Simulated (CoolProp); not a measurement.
Model: reference Helmholtz-energy equation of state, Lemmon 2016, in CoolProp.

Problem. For R227EA, give the phase and the cp (kJ/(kg K)), speed of sound (m/s), viscosity (µPa s), Prandtl number at -64.35 °C and 1.01 bar; -7.25 °C and 1.01 bar; 135.25 °C and 1.01 bar.

Solution. 
- -64.35 °C and 1.01 bar: liquid; cp 1.000, speed of sound 792, viscosity 841, Prandtl number 10.3
- -7.25 °C and 1.01 bar: gas; cp 0.770, speed of sound 114, viscosity 10.2, Prandtl number 0.715
- 135.25 °C and 1.01 bar: gas; cp 0.962, speed of sound 144, viscosity 15.8, Prandtl number 0.697

Viscosity comes from a separate model (Huber 2003), an estimate that may be off by 10 % or more. Thermal conductivity comes from a separate model (Huber 2003), an estimate that may be off by 10 % or more.
